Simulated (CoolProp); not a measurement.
Vapour-liquid equilibrium of n-hexane (1) + o-xylene (2) at 90.45 °C; x and y are mole fractions of (1).

Values from CoolProp's multi-fluid Helmholtz-energy mixture model, Thol 2019 and Zhou 2012; pair parameters Bell 2016.

```
x      bubble pressure, mixture model (bar)  bubble pressure, Raoult's law (bar)  y, mixture model  y, Raoult's law
-----  ------------------------------------  -----------------------------------  ----------------  ---------------
0.05                                 0.2929                               0.2748             0.383            0.348
0.125                            (withheld)                               0.4042        (withheld)            0.592
0.2                                  0.5861                               0.5336             0.733            0.717
0.275                                0.7227                               0.6629             0.800            0.794
0.35                                 0.8536                               0.7923             0.845            0.845
0.425                                0.9797                               0.9216             0.878            0.882
0.5                                   1.102                                1.051        (withheld)            0.910
0.575                            (withheld)                                1.180        (withheld)            0.932
0.65                                  1.340                                1.310             0.940            0.950
0.725                                 1.458                                1.439             0.955            0.964
0.8                                   1.578                                1.568             0.969            0.976
0.875                                 1.700                                1.698        (withheld)            0.986
0.95                             (withheld)                                1.827        (withheld)            0.995
```

Question: Complete the blanks.

Answer: 
- 0.125, bubble pressure, mixture model (bar): 0.4431
- 0.125, y, mixture model: 0.619
- 0.5, y, mixture model: 0.903
- 0.575, bubble pressure, mixture model (bar): 1.222
- 0.575, y, mixture model: 0.923
- 0.875, y, mixture model: 0.981
- 0.95, bubble pressure, mixture model (bar): 1.826
- 0.95, y, mixture model: 0.992

The largest gap from Raoult's law is +9.8 % in bubble pressure, at x = 0.2. No azeotrope shows between x = 0.05 and 0.95.

The pair parameters rest on a limited set of measurements; away from them the model extrapolates.
